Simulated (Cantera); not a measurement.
What does this Cantera script print?

```python
import numpy as np
import cantera as ct

gas = ct.Solution("SiF4_NH3_mec.yaml", "gas")
gas.TPX = 1600, 13332, {'NH3': 1, 'N2': 1.5}
reactor = ct.IdealGasConstPressureReactor(gas, energy="off", clone=False)
net = ct.ReactorNet([reactor])
net.rtol, net.atol = 1e-08, 1e-18
show = ['NH3', 'N', 'H', 'NH2', 'NH', 'N2']
times = np.geomspace(0.0006, 200, 13)

steps = ct.SolutionArray(gas, extra=["t"])
rows = []
print(f"{'t/s':>10s}{'T/K':>9s}{'P/Pa':>11s}" + "".join(f"{s:>11s}" for s in show))
for t in times:
    while net.time < t:
        t_next = net.step()
        steps.append(gas.state, t=t_next)
    rows.append([np.interp(t, steps.t, y) for y in (steps.T, steps.P, *steps(*show).X.T)])
    print(f"{t:10.3e}{rows[-1][0]:9.1f}{rows[-1][1]:11.4g}" + "".join(f"{x:11.3e}" for x in rows[-1][2:]))
rate = np.gradient(steps.T, steps.t)
print("integrator steps:", len(steps.t))
if steps.T.max() > steps.T[0] + 200:
    print(f"time of steepest temperature rise: {steps.t[rate.argmax()]:.4e} s")
gas.TPX = 1600, 13332, {'NH3': 1, 'N2': 1.5}
gas.equilibrate("TP")
print(f"equilibrium (TP): T = {gas.T:.1f} K  " + "  ".join(f"{s} {gas[s].X[0]:.3e}" for s in show))
```

Result:

```
       t/s      T/K       P/Pa        NH3          N          H        NH2         NH         N2
 6.000e-04   1600.0  1.333e+04  4.000e-01  2.505e-14  5.016e-09  2.833e-06  2.936e-10  6.000e-01
 1.731e-03   1600.0  1.333e+04  4.000e-01  7.825e-13  5.174e-09  8.173e-06  3.465e-09  6.000e-01
 4.996e-03   1600.0  1.333e+04  4.000e-01  9.309e-12  6.681e-09  2.345e-05  2.840e-08  6.000e-01
 1.442e-02   1600.0  1.333e+04  3.999e-01  6.285e-11  2.016e-08  6.282e-05  1.458e-07  6.000e-01
 4.160e-02   1600.0  1.333e+04  3.994e-01  3.363e-10  8.443e-08  9.828e-05  2.874e-07  5.999e-01
 1.200e-01   1600.0  1.333e+04  3.980e-01  1.044e-09  2.496e-07  9.859e-05  3.152e-07  5.998e-01
 3.464e-01   1600.0  1.333e+04  3.938e-01  3.120e-09  7.088e-07  9.593e-05  3.632e-07  5.995e-01
 9.996e-01   1600.0  1.333e+04  3.819e-01  8.172e-09  1.957e-06  9.076e-05  4.352e-07  5.987e-01
 2.884e+00   1600.0  1.333e+04  3.508e-01  1.541e-08  5.213e-06  8.227e-05  4.877e-07  5.965e-01
 8.324e+00   1600.0  1.333e+04  2.811e-01  2.012e-08  1.297e-05  6.808e-05  4.724e-07  5.915e-01
 2.402e+01   1600.0  1.333e+04  1.689e-01  2.002e-08  2.823e-05  4.581e-05  3.759e-07  5.835e-01
 6.931e+01   1600.0  1.333e+04  6.346e-02  1.558e-08  5.127e-05  2.147e-05  2.245e-07  5.759e-01
 2.000e+02   1600.0  1.333e+04  1.456e-02  8.258e-09  7.702e-05  6.461e-06  8.935e-08  5.724e-01
integrator steps: 1323
equilibrium (TP): T = 1600.0 K  NH3 1.304e-06  N 1.380e-12  H 9.811e-05  NH2 7.103e-10  NH 1.209e-11  N2 5.714e-01
```

Detailed kinetics in Cantera: the gas-phase N/H chemistry of the illustrative SiF4/NH3 mechanism in the Surface Chemkin manual (1991). Walls and surfaces, which speed up NH3 decomposition in real reactors, are not modelled.
